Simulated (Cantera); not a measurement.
What does this Cantera script print?

```python
import numpy as np
import cantera as ct

gas_names = [...]  # 95 gases of nasa_gas.yaml made of C, F, H
cond_names = """
    C(gr) C6H6(L) C7H8(L) C8H18(L),n-octa
""".split()


# ... load() reads the species with a 1 bar reference pressure and builds the phases ...
atoms = {
    'c-C4F8': {'C': 4, 'F': 8},
    'H2': {'H': 2},
}
top_T = {'C(gr)': 4500}  # K; cautious upper limits of use, not melting points


# ... equilibrate(T, P, feed) seeds the gas with the atoms and calls Mixture.equilibrate('TP', solver="vcs", rtol=1e-11, max_steps=5000) ...
results = []
feed = {'c-C4F8': 1, 'H2': 0.54}  # mol
T = 2025  # K
for P in [1, 5.2, 27, 140, 720, 3700, 19000, 100000]:
    mix = equilibrate(T, P, feed)
    results.append((T, P, feed, dict(zip(mix.species_names, mix.species_moles))))

top = {s: max(r[3][s] / sum(r[3][g] for g in gas_names) for r in results) for s in gas_names}
cols = sorted((s for s in top if top[s] > 1e-06), key=lambda s: -top[s])[:6]
seen = [c for c in cond_names if any(r[3].get(c, 0) > 1e-12 for r in results)]
print("log10 of partial pressures in bar; condensed amounts in mol")
print(f"{'P/Pa':>10s}" + "".join(f"{s[:9]:>10s}" for s in cols + seen))
for T, P, feed, n in results:
    ng = sum(n[g] for g in gas_names)
    print(f"{P:10.4g}" + "".join(f"{np.log10(max(n[s] / ng * P / 1e5, 1e-99)):10.3f}" for s in cols)
          + "".join(f"{n.get(c, 0):10.4g}" for c in seen))
```

Output:

```
log10 of partial pressures in bar; condensed amounts in mol
      P/Pa         F       CF4        HF       CF2       CF3        CF     C(gr)
         1    -5.091    -8.985    -5.851    -6.357    -9.204    -7.372     3.629
       5.2    -4.457    -6.447    -5.082    -5.087    -7.300    -6.737     2.857
        27    -3.977    -4.530    -4.230    -4.129    -5.862    -6.258     2.057
       140    -3.678    -3.333    -3.377    -3.531    -4.965    -5.959     2.017
       720    -3.459    -2.458    -2.601    -3.093    -4.308    -5.740     2.128
      3700    -3.266    -1.685    -1.864    -2.707    -3.729    -5.547     2.199
   1.9e+04    -3.082    -0.950    -1.144    -2.339    -3.177    -5.363     2.236
     1e+05    -2.900    -0.219    -0.418    -1.973    -2.629    -5.180     2.254
```

These are equilibrium values from Cantera (NASA tables, ideal gas, pure condensed phases), not measurements of a reactor. The feed counts by its element totals alone. Gases not in the tables: C2F6 and larger saturated fluorocarbons.
